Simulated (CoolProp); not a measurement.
Sulfur dioxide along the isotherm 492 K: density (kg/m³) from the reference equation and from simpler models built on Tc = 430.6 K, pc = 7887 kPa, ω = 0.256; each cubic takes its own stable root.

Computed with CoolProp (reference Helmholtz-energy equation of state, Gao 2016).

```json
[
 {"p (kPa)": "986", "phase": "gas", "reference": "…", "van der Waals": "15.87", "Soave-Redlich-Kwong": "15.87"},
 {"p (kPa)": "1970", "phase": "gas", "reference": "32.67", "van der Waals": "32.67", "Soave-Redlich-Kwong": "…"},
 {"p (kPa)": "2960", "phase": "gas", "reference": "50.65", "van der Waals": "50.70", "Soave-Redlich-Kwong": "50.54"},
 {"p (kPa)": "3940", "phase": "gas", "reference": "…", "van der Waals": "69.87", "Soave-Redlich-Kwong": "69.45"},
 {"p (kPa)": "4930", "phase": "gas", "reference": "90.37", "van der Waals": "…", "Soave-Redlich-Kwong": "89.90"},
 {"p (kPa)": "5910", "phase": "gas", "reference": "112.5", "van der Waals": "…", "Soave-Redlich-Kwong": "111.7"},
 {"p (kPa)": "6900", "phase": "gas", "reference": "136.9", "van der Waals": "139.2", "Soave-Redlich-Kwong": "135.5"},
 {"p (kPa)": "7890", "phase": "supercritical", "reference": "163.6", "van der Waals": "168.1", "Soave-Redlich-Kwong": "161.3"},
 {"p (kPa)": "8870", "phase": "supercritical", "reference": "192.8", "van der Waals": "201.2", "Soave-Redlich-Kwong": "189.2"},
 {"p (kPa)": "9860", "phase": "supercritical", "reference": "225.6", "van der Waals": "…", "Soave-Redlich-Kwong": "219.9"},
 {"p (kPa)": "10800", "phase": "supercritical", "reference": "260.3", "van der Waals": "286.5", "Soave-Redlich-Kwong": "…"},
 {"p (kPa)": "11800", "phase": "supercritical", "reference": "301.7", "van der Waals": "342.9", "Soave-Redlich-Kwong": "288.1"}
]
```

What belongs in the gaps?


- 986, reference: 15.88
- 1970, Soave-Redlich-Kwong: 32.63
- 3940, reference: 69.69
- 4930, van der Waals: 90.86
- 5910, van der Waals: 113.6
- 9860, van der Waals: 241.0
- 10800, Soave-Redlich-Kwong: 251.7
